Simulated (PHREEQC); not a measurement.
Solution A (0.018 mol CuCl2, 0.0071 mol HNO3 and 0.00066 mol KCl per kg of water) is mixed with solution B (0.013 mol CuSO4, 0.14 mol HCl and 0.091 mol H3BO3 per kg of water) at 13 °C; shares are by mass of water, 1 kg in all. Oxygen is held at 0.21 atm. No CO2 enters from the air. The run lets Cu(OH)2, Brochantite, Antlerite, Atacamite, Cu2(OH)3NO3, Chalcanthite precipitate or redissolve, and no other solid.

All values are PHREEQC results (ion-association model, wateq4f.dat), not measurements.

| share of solution B | pH | HSO4- (mol/kgw) | SO4-2 (mol/kgw) | CuSO4 (mol/kgw) |
|---|---|---|---|---|
| 0 | 2.22 | 0 | 0 | 0 |
| 0.05 | 1.94 | 0.000145 | 0.000312 | 0.000193 |
| 0.1 | 1.77 | 0.000388 | 0.000578 | 0.000333 |
| 0.15 | ___ | 0.000702 | 0.000811 | 0.000437 |
| 0.2 | 1.56 | 0.00107 | 0.00102 | 0.000514 |
| 0.25 | 1.49 | 0.00148 | 0.00120 | 0.000572 |
| 0.3 | 1.43 | 0.00192 | 0.00137 | 0.000615 |
| 0.35 | 1.37 | 0.00238 | ___ | 0.000646 |
| 0.4 | 1.32 | 0.00287 | 0.00166 | 0.000669 |
| 0.45 | 1.28 | 0.00338 | 0.00179 | 0.000685 |
| 0.5 | 1.24 | 0.00390 | 0.00191 | 0.000695 |
| 0.55 | 1.21 | 0.00443 | 0.00202 | 0.000701 |
| 0.6 | 1.17 | 0.00497 | 0.00213 | 0.000703 |
| 0.65 | ___ | 0.00552 | 0.00223 | 0.000702 |
| 0.7 | 1.12 | 0.00608 | 0.00232 | 0.000699 |
| 0.75 | 1.09 | 0.00664 | 0.00241 | 0.000693 |
| 0.8 | 1.06 | 0.00722 | 0.00250 | 0.000686 |
| 0.85 | 1.04 | 0.00779 | 0.00258 | 0.000678 |
| 0.9 | 1.02 | 0.00837 | ___ | 0.000669 |
| 0.95 | 1.00 | 0.00896 | 0.00273 | 0.000658 |
| 1 | 0.98 | 0.00955 | 0.00281 | 0.000647 |

Question: Some entries are withheld; supply them.

Answer: 
- 0.15, pH: 1.66
- 0.35, SO4-2 (mol/kgw): 0.00152
- 0.65, pH: 1.14
- 0.9, SO4-2 (mol/kgw): 0.00266

Complexes and solids missing from the database can't appear. Away from 25 °C the constants follow the database's enthalpies or fits; those with neither stay at their 25 °C values.
